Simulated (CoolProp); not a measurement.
Vapour-liquid equilibrium of toluene (1) + n-dodecane (2) at 342.6 K; x and y are mole fractions of (1).

Computed with CoolProp (multi-fluid Helmholtz-energy mixture model, Lemmon 2006 and Lemmon 2004; pair parameters Bell 2016).

```json
[
 {"x": "0.05", "bubble pressure, mixture model (kPa)": "1.501", "bubble pressure, Raoult's law (kPa)": "1.716", "y, mixture model": "0.744", "y, Raoult's law": "0.776"},
 {"x": "0.15", "bubble pressure, mixture model (kPa)": "4.035", "bubble pressure, Raoult's law (kPa)": "4.339", "y, mixture model": "0.915", "y, Raoult's law": "0.921"},
 {"x": "0.25", "bubble pressure, mixture model (kPa)": "6.831", "bubble pressure, Raoult's law (kPa)": "6.963", "y, mixture model": "0.956", "y, Raoult's law": "0.957"},
 {"x": "0.35", "bubble pressure, mixture model (kPa)": "9.692", "bubble pressure, Raoult's law (kPa)": "9.587", "y, mixture model": "0.973", "y, Raoult's law": "0.973"},
 {"x": "0.45", "bubble pressure, mixture model (kPa)": "12.49", "bubble pressure, Raoult's law (kPa)": "12.21", "y, mixture model": "0.983", "y, Raoult's law": "0.982"},
 {"x": "0.55", "bubble pressure, mixture model (kPa)": "15.17", "bubble pressure, Raoult's law (kPa)": "14.83", "y, mixture model": "0.988", "y, Raoult's law": "0.988"},
 {"x": "0.65", "bubble pressure, mixture model (kPa)": "17.74", "bubble pressure, Raoult's law (kPa)": "17.46", "y, mixture model": "0.992", "y, Raoult's law": "0.992"},
 {"x": "0.75", "bubble pressure, mixture model (kPa)": "20.25", "bubble pressure, Raoult's law (kPa)": "20.08", "y, mixture model": "0.995", "y, Raoult's law": "0.995"},
 {"x": "0.85", "bubble pressure, mixture model (kPa)": "22.76", "bubble pressure, Raoult's law (kPa)": "22.71", "y, mixture model": "0.997", "y, Raoult's law": "0.997"},
 {"x": "0.95", "bubble pressure, mixture model (kPa)": "25.32", "bubble pressure, Raoult's law (kPa)": "25.33", "y, mixture model": "0.999", "y, Raoult's law": "0.999"}
]
```

The largest gap from Raoult's law is -12.5 % in bubble pressure, at x = 0.05. No azeotrope shows between x = 0.05 and 0.95.

Pair parameters are fitted to limited data, so mixtures are less certain than the pure fluids. The gap from Raoult's law changes sign with composition, which may be real or a fault of the pair parameters; it wasn't checked against measurements.
